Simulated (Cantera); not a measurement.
Feed: 1 mol Si, 8.1 mol F2, equilibrated at 0.120 bar.

Equilibrium computed with Cantera from the NASA thermochemical tables; the gas is ideal and each condensed phase is pure. Candidate condensed phases: Si; 9 gas species. Rates play no part.

x: gas mole fraction; nothing condenses.

```tsv
T (K)	x F	x F2	x SiF4
598	0.000356	0.859	0.141
698	0.00370	0.856	0.141
798	0.0213	0.839	0.139
898	___	0.783	0.135
998	___	___	___
1098	0.454	0.437	0.109
1198	0.687	0.220	0.0924
1298	0.829	0.0887	0.0825
1398	0.888	0.0338	0.0783
```

Task: Some entries are withheld; supply them.

Result: 
- 898, x F: 0.0815
- 998, x F: 0.224
- 998, x F2: 0.651
- 998, x SiF4: 0.125
